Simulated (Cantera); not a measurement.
Charge: 1 mol BN, 4.9 mol F2, 30 mol N2, held at 1700 °C and 0.100 bar.

These are equilibrium values from Cantera (NASA tables, ideal gas, pure condensed phases), not measurements of a reactor. Candidate condensed phases: B, BN; 13 gas species. Rates play no part.

Base state: N2 0.796, F 0.178, BF3 0.0261, F2 1.68e-5 (mole fractions); condensed: gas only.

Problem. What changes in the equilibrium state with this change: temperature from 1700 °C to 625 °C?

Solution. 
| species | before | after |
|---|---|---|
| N2 | 0.796 | 0.864 |
| F2 | 1.68e-5 | 0.0757 |
| BF3 | 0.0261 | 0.0284 |
| F | 0.178 | 0.0278 |
| NF3 | <1e-9 | 0.00463 |

Problem. What changes in the equilibrium state with this change: F2 from 4.9 to 1.4 mol?

Solution. 
```csv
species,before,after
N2,0.796,0.968
BF3,0.0261,0.0261
BF2,6.49e-9,0.00497
F,0.178,2.32e-7
BF,<1e-9,0.000689
F2,1.68e-5,<1e-9
```
The tables' values for BF2 are old estimates; treat these amounts as uncertain.
